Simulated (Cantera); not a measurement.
Feed: 1 mol TiC, 0.088 mol C, 3.2 mol H₂, equilibrated at 2377 °C and 100 Torr.

Cantera equilibrium calculation (NASA polynomials, part measured and part estimated; ideal gas, pure solids and liquids). Candidate condensed phases: C, C₆H₆, C₇H₈, C₈H₁₈, Ti, TiC; 77 gas species. TiC: taken at fixed stoichiometry. Rates play no part.

Base state: H₂ 0.867, H 0.120, C₂H₂ (acetylene) 0.0126, C₂H 0.000168, Ti 8.47e-5, C₄H₂ 7.56e-5, CH₃ 2.46e-5, C₃ 2.13e-5 (mole fractions); condensed: TiC(s).

Question: What changes in the equilibrium state with this change: temperature from 2377 °C to 1475 °C?

Answer: 
| species | before | after |
|---|---|---|
| H₂ | 0.867 | 0.999 |
| H | 0.120 | 0.000626 |
| CH₄ | 1.03e-5 | 0.000122 |
| C₂H₂ (acetylene) | 0.0126 | 0.000113 |
| Ti | 8.47e-5 | <1e-9 |
| C₂H | 0.000168 | <1e-9 |
| C₃ | 2.13e-5 | <1e-9 |
| C₄H₂ | 7.56e-5 | 5.02e-9 |
| TiC(s), mol | 1.000 | 1.00 |
| C(graphite), mol | 0 | 0.0869 |
